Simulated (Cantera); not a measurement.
# SiCl₄ + H₂ (chlorosilane synthesis and conversion)

Charge: 1 mol SiCl₄, 4.9 mol H₂, held at 1075 K.

Equilibrium computed with Cantera from the NASA thermochemical tables; the gas is ideal and each condensed phase is pure. Candidate condensed phases: Si; 19 gas species. The tables' values for SiCl₃ are old estimates; treat these amounts as uncertain. The numbers say what is thermodynamically allowed, not how fast it happens.

From 0.100 bar to 30.0 bar nothing is condensed. The main Si-bearing gas is SiCl₄ throughout.

```json
[
 {"P (Pa)": "10000", "log p H₂": "-1.10", "log p SiCl₄": "-1.89", "log p HCl": "-2.38", "log p SiHCl₃": "-2.52", "log p SiCl₃": "-3.34", "log p SiCl₂": "-3.59", "log p SiH₂Cl₂": "-4.08"},
 {"P (Pa)": "20000", "log p H₂": "-0.80", "log p SiCl₄": "-1.58", "log p HCl": "-2.09", "log p SiHCl₃": "-2.19", "log p SiCl₃": "-3.16", "log p SiCl₂": "-3.55", "log p SiH₂Cl₂": "-3.74"},
 {"P (Pa)": "42000", "log p H₂": "-0.48", "log p SiCl₄": "-1.26", "log p HCl": "-1.78", "log p SiHCl₃": "-1.86", "log p SiCl₃": "-2.99", "log p SiCl₂": "-3.52", "log p SiH₂Cl₂": "-3.39"},
 {"P (Pa)": "85000", "log p H₂": "-0.17", "log p SiCl₄": "-0.95", "log p HCl": "-1.49", "log p SiHCl₃": "-1.54", "log p SiCl₃": "-2.83", "log p SiCl₂": "-3.50", "log p SiH₂Cl₂": "-3.06"},
 {"P (Pa)": "170000", "log p H₂": "0.13", "log p SiCl₄": "-0.65", "log p HCl": "-1.19", "log p SiHCl₃": "-1.23", "log p SiCl₃": "-2.67", "log p SiCl₂": "-3.49", "log p SiH₂Cl₂": "-2.75"},
 {"P (Pa)": "350000", "log p H₂": "0.44", "log p SiCl₄": "-0.33", "log p HCl": "-0.88", "log p SiHCl₃": "-0.92", "log p SiCl₃": "-2.51", "log p SiCl₂": "-3.49", "log p SiH₂Cl₂": "-2.43"},
 {"P (Pa)": "720000", "log p H₂": "0.76", "log p SiCl₄": "-0.02", "log p HCl": "-0.57", "log p SiHCl₃": "-0.60", "log p SiCl₃": "-2.35", "log p SiCl₂": "-3.48", "log p SiH₂Cl₂": "-2.12"},
 {"P (Pa)": "1500000", "log p H₂": "1.08", "log p SiCl₄": "0.30", "log p HCl": "-0.25", "log p SiHCl₃": "-0.28", "log p SiCl₃": "-2.19", "log p SiCl₂": "-3.48", "log p SiH₂Cl₂": "-1.79"},
 {"P (Pa)": "3000000", "log p H₂": "1.38", "log p SiCl₄": "0.60", "log p HCl": "0.05", "log p SiHCl₃": "0.02", "log p SiCl₃": "-2.04", "log p SiCl₂": "-3.48", "log p SiH₂Cl₂": "-1.49"}
]
```
log p: log10 of the partial pressure in bar; nothing condenses.
